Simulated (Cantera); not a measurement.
Charge: 1 mol MgO, 9.7 mol CO, held at 0.250 bar.

Equilibrium computed with Cantera from the NASA thermochemical tables; the gas is ideal and each condensed phase is pure. Candidate condensed phases: C, Mg, MgCO3, MgO; 15 gas species. Equilibrium is a limit: real reactors are often held back by kinetics, nucleation or transport.

x: gas mole fraction; n: condensed amount in mol.

```csv
T (K),x CO,x Mg,x CO2,x MgO,x O,x O2,x Mg2,n MgO(s)
1975,0.994,0.00306,0.00306,5.02e-8,7.26e-9,4.35e-11,3.07e-10,0.970
2025,0.991,0.00428,0.00428,1.34e-7,2.27e-8,1.97e-10,5.65e-10,0.958
2075,0.988,?,?,?,?,?,?,0.942
2125,0.984,0.00798,0.00798,8.33e-7,1.89e-7,3.28e-9,1.74e-9,0.922
2175,0.979,0.0107,0.0106,1.95e-6,5.08e-7,1.21e-8,2.92e-9,0.896
2225,0.972,0.0140,0.0140,4.38e-6,1.30e-6,4.24e-8,4.76e-9,0.862
2275,0.964,0.0182,0.0182,9.49e-6,3.21e-6,1.40e-7,7.59e-9,0.820
2325,0.953,0.0233,0.0233,1.99e-5,7.61e-6,4.40e-7,1.18e-8,0.768
2375,0.941,?,?,?,?,?,?,?
2425,0.926,0.0369,0.0369,7.94e-5,3.86e-5,3.79e-6,2.66e-8,0.627
2475,0.908,0.0457,0.0456,0.000152,8.28e-5,1.05e-5,3.88e-8,0.534
```

**Question.** Fill in the missing entries.

**Answer.** 
- 2075, x Mg: 0.00590
- 2075, x CO2: 0.00590
- 2075, x MgO: 3.42e-7
- 2075, x O: 6.73e-8
- 2075, x O2: 8.33e-10
- 2075, x Mg2: 1.01e-9
- 2375, x Mg: 0.0295
- 2375, x CO2: 0.0295
- 2375, x MgO: 4.03e-5
- 2375, x O: 1.74e-5
- 2375, x O2: 1.32e-6
- 2375, x Mg2: 1.79e-8
- 2375, n MgO(s): 0.705
